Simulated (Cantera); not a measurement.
What does this Cantera script print?

```python
import numpy as np
import cantera as ct

gas_names = [...]  # 113 gases of nasa_gas.yaml made of C, H, O, Pb
cond_names = """
    C(gr) C6H6(L) C7H8(L) C8H18(L),n-octa H2O(s) H2O(L) Pb(cr) Pb(L) PbO(rd) PbO(yw) PbO(L) PbO2(s)
    Pb3O4(s)
""".split()


# ... load() reads the species with a 1 bar reference pressure and builds the phases ...
atoms = {
    'PbO': {'Pb': 1, 'O': 1},
    'C': {'C': 1},
    'H2': {'H': 2},
}
top_T = {'C(gr)': 4500, 'Pb3O4(s)': 820}  # K; cautious upper limits of use, not melting points


# ... equilibrate(T, P, feed) seeds the gas with the atoms and calls Mixture.equilibrate('TP', solver="vcs", rtol=1e-11, max_steps=5000) ...
results = []
feed = {'PbO': 1, 'C': 2.5, 'H2': 5.6}  # mol
P = 4100  # Pa
for T in [900, 1100, 1300, 1500, 1700, 1900, 2100, 2300]:
    mix = equilibrate(T, P, feed)
    results.append((T, P, feed, dict(zip(mix.species_names, mix.species_moles))))

top = {s: max(r[3][s] / sum(r[3][g] for g in gas_names) for r in results) for s in gas_names}
cols = sorted((s for s in top if top[s] > 1e-06), key=lambda s: -top[s])[:5]
seen = [c for c in cond_names if any(r[3].get(c, 0) > 1e-12 for r in results)]
print("log10 of partial pressures in bar; condensed amounts in mol")
print(f"{'T/K':>10s}" + "".join(f"{s[:9]:>10s}" for s in cols + seen))
for T, P, feed, n in results:
    ng = sum(n[g] for g in gas_names)
    print(f"{T:10.4g}" + "".join(f"{np.log10(max(n[s] / ng * P / 1e5, 1e-99)):10.3f}" for s in cols)
          + "".join(f"{n.get(c, 0):10.4g}" for c in seen))
```

It prints:

```
log10 of partial pressures in bar; condensed amounts in mol
       T/K        H2        CO        Pb         H       H2O     C(gr)     Pb(L)
       900    -1.463    -2.255    -5.864   -10.664    -3.333     1.542    0.9998
      1100    -1.460    -2.209    -3.917    -8.318    -4.718     1.497    0.9805
      1300    -1.487    -2.236    -2.581    -6.700    -5.763     1.499    0.5487
      1500    -1.520    -2.268    -2.268    -5.514    -6.553       1.5         0
      1700    -1.520    -2.268    -2.268    -4.592    -7.105     1.499         0
      1900    -1.522    -2.269    -2.269    -3.861    -7.539     1.496         0
      2100    -1.527    -2.271    -2.271    -3.270    -7.893     1.484         0
      2300    -1.543    -2.277    -2.277    -2.786    -8.198     1.453         0
```

Method: chemical equilibrium by Gibbs-energy minimisation in Cantera with the NASA 1993 tables (ideal gas, pure condensed phases).
